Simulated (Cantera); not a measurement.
Input: 1 mol K2CO3, 3 mol O2, at 62000 Pa.

Cantera equilibrium calculation (NASA polynomials, part measured and part estimated; ideal gas, pure solids and liquids). Candidate condensed phases: C, K, KO2, K2CO3, K2O, K2O2; 15 gas species. The numbers say what is thermodynamically allowed, not how fast it happens.

**Question.** Which condensed phases are stable at each of these points (T (K)): 1000, 1075, 1150, 1225, 1300, 1375, 1450, 1525, 1600, 1675, 1750, 1825, 1900?

**Answer.** 
```json
[
 {"T (K)": "1000", "condensed phases": "K2CO3(s)", "K condensed (%)": "100.0"},
 {"T (K)": "1075", "condensed phases": "K2CO3(s)", "K condensed (%)": "100.0"},
 {"T (K)": "1150", "condensed phases": "K2CO3(s)", "K condensed (%)": "100.0"},
 {"T (K)": "1225", "condensed phases": "K2CO3(l)", "K condensed (%)": "100.0"},
 {"T (K)": "1300", "condensed phases": "K2CO3(l)", "K condensed (%)": "100.0"},
 {"T (K)": "1375", "condensed phases": "K2CO3(l)", "K condensed (%)": "100.0"},
 {"T (K)": "1450", "condensed phases": "K2CO3(l)", "K condensed (%)": "99.9"},
 {"T (K)": "1525", "condensed phases": "K2CO3(l)", "K condensed (%)": "99.7"},
 {"T (K)": "1600", "condensed phases": "K2CO3(l)", "K condensed (%)": "99.0"},
 {"T (K)": "1675", "condensed phases": "K2CO3(l)", "K condensed (%)": "97.6"},
 {"T (K)": "1750", "condensed phases": "K2CO3(l)", "K condensed (%)": "94.3"},
 {"T (K)": "1825", "condensed phases": "K2CO3(l)", "K condensed (%)": "86.8"},
 {"T (K)": "1900", "condensed phases": "K2CO3(l)", "K condensed (%)": "68.4"}
]
```

From 1000 K to 1150 K the condensed part is K2CO3(s). From 1225 K to 1900 K the condensed part is K2CO3(l).
